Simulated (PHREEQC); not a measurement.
Dissolve 50 mmol/kgw FeSO4, 2.7 mmol/kgw CaCl2 and 190 mmol/kgw Na2SO4 at 30 °C. Closed to the air; pH follows from the charge balance.

All values are PHREEQC results (ion-association model, phreeqc.dat), not measurements.

Each row changes one thing in this solution. This is a speciation only: nothing precipitates in the calculation.

| case | pH | ionic strength (mol/kgw) | Na+ (mol/kgw) | SO4-2 (mol/kgw) | NaSO4- (mol/kgw) | FeSO4 (mol/kgw) | SI of Gypsum (CaSO4:2H2O) | SI of Melanterite (FeSO4:7H2O) |
|---|---|---|---|---|---|---|---|---|
| as made | 6.12 | 0.553 | 0.326 | 0.157 | 0.0538 | 0.0278 | -0.46 | -1.67 |
| diluted 5-fold with water | ? | 0.126 | 0.0712 | 0.0382 | 0.00479 | 0.00479 | -1.28 | ? |
| temperature from 30 to 85 °C | 5.71 | 0.523 | 0.323 | 0.148 | 0.0572 | 0.0336 | -0.43 | -2.38 |
| diluted 100-fold with water | ? | ? | 0.00377 | 0.00228 | 3.10e-5 | 8.96e-5 | -3.02 | -4.19 |
| temperature from 30 to 80 °C | 5.74 | ? | 0.323 | 0.148 | 0.0571 | 0.0333 | -0.44 | -2.33 |

### Question
Some entries are withheld; supply them.

### Answer

- diluted 5-fold with water, pH: 6.21
- diluted 5-fold with water, SI of Melanterite (FeSO4:7H2O): -2.45
- diluted 100-fold with water, pH: 6.45
- diluted 100-fold with water, ionic strength (mol/kgw): 0.00734
- temperature from 30 to 80 °C, ionic strength (mol/kgw): 0.524

Species that the database lacks are ignored. At this temperature some constants are extrapolated from 25 °C, and those without enthalpy data are left unchanged.
